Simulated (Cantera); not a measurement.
Feed: 1 mol MgO, 3.1 mol SiCl₄, a varied amount of O₂, at 1548.15 K and 7.20 Pa.

Equilibrium computed with Cantera from the NASA thermochemical tables; the gas is ideal and each condensed phase is pure. Candidate condensed phases: Mg, MgCl₂, MgO, MgSiO₃, Mg₂SiO₄, Si, SiO₂; 20 gas species. Mutual solubility and eutectic melting of coexisting phases are not modelled. The tables' values for SiCl₃ are old estimates; treat these amounts as uncertain. The tables hold silica as quartz up to 1696 K and as liquid above; real silica turns to tridymite and cristobalite and melts near 1996 K. Condensed phases not in the tables: alloys, solid solutions and most ternary compounds. Equilibrium is a limit: real reactors are often held back by kinetics, nucleation or transport.

log p: log10 of the partial pressure in bar; n: condensed amount in mol.

```
n(O₂) (mol)  log p Cl  log p O₂  log p MgCl₂  log p SiCl₄  n SiO₂(β-quartz)  n MgSiO₃(s)
-----------  --------  --------  -----------  -----------  ----------------  -----------
1.6             -4.26    -13.43        -5.07        -5.12              2.09            0
4               -4.23         …            …            …                 …            …
6.5             -4.28     -4.77        -5.61       -13.86              2.62        0.478
8.9             -4.34     -4.62        -5.80       -14.23              2.50        0.603
11              -4.38         …            …            …              2.43            …
14              -4.44     -4.46        -6.07       -14.78              2.37        0.729
16              -4.47     -4.43        -6.16       -14.95              2.34        0.758
```

**Question.** Fill in the missing entries.

**Answer.** 
- 4, log p O₂: -5.13
- 4, log p MgCl₂: -5.32
- 4, log p SiCl₄: -13.28
- 4, n SiO₂(β-quartz): 2.95
- 4, n MgSiO₃(s): 0.154
- 11, log p O₂: -4.54
- 11, log p MgCl₂: -5.92
- 11, log p SiCl₄: -14.48
- 11, n MgSiO₃(s): 0.668
